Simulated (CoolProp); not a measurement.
CF4 (R14) along the isobar 55.8 bar: fugacity coefficient from the reference equation and from simpler models built on Tc = -45.8 °C, pc = 37.62 bar, ω = 0.178; each cubic takes its own stable root.

Model: reference Helmholtz-energy equation of state, Platzer 1990, in CoolProp. This equation is an older, rougher fit; its heat capacities, sound speeds and derivatives of the liquid may be far off and weren't checked against measurements.

| T (°C) | phase | reference | van der Waals | Redlich-Kwong | Peng-Robinson |
|---|---|---|---|---|---|
| -133.95 | liquid | 0.01479 | 0.08605 | 0.02136 | 0.01459 |
| -101.75 | liquid | 0.09455 | 0.2154 | 0.1176 | 0.09245 |
| -69.55 | liquid | … | 0.3910 | 0.3159 | 0.2824 |
| -37.35 | supercritical | 0.5609 | 0.5779 | … | 0.5430 |
| -5.15 | supercritical | 0.7306 | 0.7147 | 0.7163 | 0.7076 |
| 27.05 | supercritical | 0.8199 | 0.7916 | 0.8019 | 0.8007 |
| 59.15 | supercritical | 0.8788 | 0.8430 | 0.8579 | 0.8626 |
| 91.35 | supercritical | 0.9203 | … | 0.8969 | 0.9059 |
| 123.55 | supercritical | 0.9505 | 0.9072 | 0.9248 | 0.9368 |

Q: Complete the blanks.

A: 
- -69.55, reference: 0.2885
- -37.35, Redlich-Kwong: 0.5598
- 91.35, van der Waals: 0.8799
